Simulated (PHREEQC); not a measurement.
Consider water at 80 °C with 18 mmol/kgw (NH4)2CO3, 18 mmol/kgw CO2 and 3.1 mmol/kgw LiOH. Closed to the air; pH follows from the charge balance.

All values are PHREEQC results (ion-association model, phreeqc.dat), not measurements.

No solid was allowed to form.

Q: Predict the pH.

A: pH 7.25.

Q: In which forms is N present?

A: NH4+ 82 %, NH3 18 % of the N.

Complexes and solids missing from the database can't appear. Carbamate, which ammonia and carbonate form, is missing from the database. Away from 25 °C the constants follow the database's enthalpies or fits; those with neither stay at their 25 °C values.
